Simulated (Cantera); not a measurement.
Mixture: CH4 : O2 : N2 : CO2 = 1 : 4 : 15 : 3 (molar parts), equivalence ratio 0.50, at 6530 Torr, adiabatic and at constant volume. Ignition delay is the time to a rise of 400 K.

Detailed kinetics in Cantera: GRI-Mech 3.0 (53 species, 325 reactions).

What does this change do: pressure from 6530 Torr to 7500 Torr?


```
quantity                                                before       after
--------------------------------------------------  ----------  ----------
delay at 1275 K                                        1.91 ms     1.66 ms
delay at 1375 K                                       0.646 ms    0.567 ms
delay at 1475 K                                       0.242 ms    0.214 ms
delay at 1575 K                                        99.0 µs     88.4 µs
delay at 1675 K                                        44.4 µs     39.8 µs
delay at 1775 K                                        21.9 µs     19.6 µs
apparent activation energy between 1575 and 1775 K  180 kJ/mol  180 kJ/mol
```
